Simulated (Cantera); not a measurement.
Cantera run, input and output.

```python
import numpy as np
import cantera as ct

gas = ct.Solution("h2o2.yaml")
gas.TPX = 375, 520000, {'H2': 1, 'O2': 0.312, 'N2': 1.17, 'H2O': 0.01}
flame = ct.FreeFlame(gas, width=0.013)
flame.set_refine_criteria(ratio=3, slope=0.08, curve=0.16)
flame.transport_model = "mixture-averaged"
flame.solve(loglevel=0, auto=True)
z, T = flame.grid, flame.T
thick = (T[-1] - T[0]) / np.gradient(T, z).max()
show = ['H2', 'O2', 'H2O2', 'O', 'H2O', 'H']
print(f"laminar burning velocity  {flame.velocity[0] * 100:.3f} cm/s")
print(f"burnt temperature         {T[-1]:.1f} K")
print(f"thermal thickness         {thick * 1e3:.4f} mm")
print(f"grid points               {len(z)}")
z0 = z[flame.heat_release_rate.argmax()]
print(f"{'z/mm':>9s}{'T/K':>9s}{'u/(m/s)':>9s}" + "".join(f"{s:>11s}" for s in show))
rows = []
for k in (-3, -2, -1.5, -1, -0.5, -0.25, 0, 0.25, 0.5, 1, 2, 4, 8):
    zz = z0 + k * thick
    rows.append([k * thick, np.interp(zz, z, T), np.interp(zz, z, flame.velocity),
                 *(np.interp(zz, z, flame.X[gas.species_index(s)]) for s in show)])
    print(f"{rows[-1][0] * 1e3:9.3f}{rows[-1][1]:9.1f}{rows[-1][2]:9.3f}" + "".join(f"{x:11.3e}" for x in rows[-1][3:]))
```

Output:

```
laminar burning velocity  416.509 cm/s
burnt temperature         2278.1 K
thermal thickness         0.0436 mm
grid points               114
     z/mm      T/K  u/(m/s)         H2         O2       H2O2          O        H2O          H
   -0.131    375.0    4.165  4.013e-01  1.252e-01  7.940e-13  2.559e-12  4.013e-03  4.542e-16
   -0.087    375.0    4.165  4.013e-01  1.252e-01  1.773e-10  2.327e-10  4.013e-03  4.943e-14
   -0.065    375.1    4.165  4.011e-01  1.252e-01  2.137e-09  1.947e-09  4.014e-03  7.481e-13
   -0.044    376.4    4.173  4.001e-01  1.255e-01  9.121e-08  3.931e-08  4.031e-03  1.382e-10
   -0.022    436.6    4.738  3.846e-01  1.277e-01  2.756e-05  4.528e-06  6.103e-03  5.016e-06
   -0.011    760.4    7.941  3.429e-01  1.206e-01  1.385e-04  1.758e-04  3.328e-02  1.948e-03
    0.000   1213.8   12.324  2.776e-01  9.245e-02  5.702e-05  1.362e-03  1.005e-01  1.451e-02
    0.011   1540.8   15.476  2.131e-01  5.180e-02  6.692e-06  2.851e-03  1.792e-01  3.197e-02
    0.022   1727.5   17.274  1.735e-01  2.300e-02  2.749e-06  2.750e-03  2.326e-01  4.219e-02
    0.044   1892.3   18.809  1.518e-01  4.568e-03  1.332e-06  1.693e-03  2.682e-01  4.269e-02
    0.087   2018.3   19.916  1.530e-01  9.135e-04  6.509e-07  9.504e-04  2.782e-01  3.238e-02
    0.174   2118.5   20.764  1.580e-01  3.729e-04  3.317e-07  4.512e-04  2.831e-01  2.135e-02
    0.349   2189.3   21.346  1.619e-01  1.475e-04  1.633e-07  1.781e-04  2.868e-01  1.301e-02
```

Detailed kinetics in Cantera: the H2/O2 subset of GRI-Mech 3.0, which has no nitrogen chemistry. The hydrogen kinetics of GRI-Mech 3.0 are dated; newer H2 mechanisms differ, most at raised pressure. Burning velocities carry a grid error of a few per cent, more on coarse grids.
